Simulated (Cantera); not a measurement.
Gas mixture: 23.3 % CH3OH, 30.1 % H2, 46.6 % CH4, at 16.5 Torr, frozen composition.

Cantera's kinetic-theory transport with the Lennard-Jones parameters of GRI-Mech 3.0, ideal gas; thermal conductivity in the mixture-averaged form. Polar gases are described roughly by these parameters. The composition is frozen, though it would react at the higher temperatures.

One state of this run: ρ (kg/m³) = 0.00686; cp (J/kg/K) = 3155; μ (µPa s) = 20.0; λ (mW/m/K) = 120; Pr = 0.526; D (cm²/s) NO = 39.1; D (cm²/s) H2O = 45.1; D (cm²/s) O = 59.5. D: mixture-averaged diffusion coefficient of that species in the mixture.

Q: Which value of T (K) does it belong to?
A) 600
B) 1000
C) 1200
D) 400

A: A, 600
